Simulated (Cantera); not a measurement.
Input: 1 mol BaF2, 0.15 mol O2, 0.1 mol H2, at 1873 K and 0.970 Pa.

Method: chemical equilibrium by Gibbs-energy minimisation in Cantera with the NASA 1993 tables (ideal gas, pure condensed phases). Candidate condensed phases: Ba, BaF2, BaO, Ba(OH)2, H2O; 27 gas species. Rates play no part.

Base state: BaF2 0.690, O2 0.0869, HF 0.0771, BaF 0.0758, H2O 0.0256, O 0.0224, H 0.0111, OH 0.00766 (mole fractions); condensed: gas only.

Q: What changes in the equilibrium state with this change: H2 from 0.1 to 32 mol?

A: 
```csv
species,before,after
H2,0.00289,0.757
H,0.0111,0.180
HF,0.0771,0.0271
BaF2,0.690,0.00386
O2,0.0869,1.20e-7
O,0.0224,2.63e-5
BaF,0.0758,0.0195
H2O,0.0256,0.00790
Ba(OH)2,3.84e-5,1.65e-7
OH,0.00766,0.000146
F,7.05e-5,1.53e-6
```

Q: What changes in the equilibrium state with this change: 0.07 mol NH3 added?

A: 
```tsv
species	before	after
BaF2	0.690	0.599
HF	0.0771	0.0978
BaF	0.0758	0.0947
H2O	0.0256	0.0678
O2	0.0869	0.0551
N2	0	0.0241
H	0.0111	0.0203
OH	0.00766	0.0111
O	0.0224	0.0178
NO	0	0.000473
Ba(OH)2	3.84e-5	0.000145
H2	0.00289	0.00960
BaOH	0.000338	0.000881
```
